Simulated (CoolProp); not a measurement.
Model: reference Helmholtz-energy equation of state, de Reuck 1990, in CoolProp.

**Question.** Give the vapour pressure (bar), vapour density (kg/m³), enthalpy of vaporisation (kJ/kg), liquid cp (kJ/(kg K)) of saturated fluorine at 86.9 K.

**Answer.** 
| T (K) | p (bar) | vapour density (kg/m³) | enthalpy of vaporisation (kJ/kg) | liquid cp (kJ/(kg K)) |
|---|---|---|---|---|
| 86.9 | 1.25 | 6.84 | 173 | 1.52 |
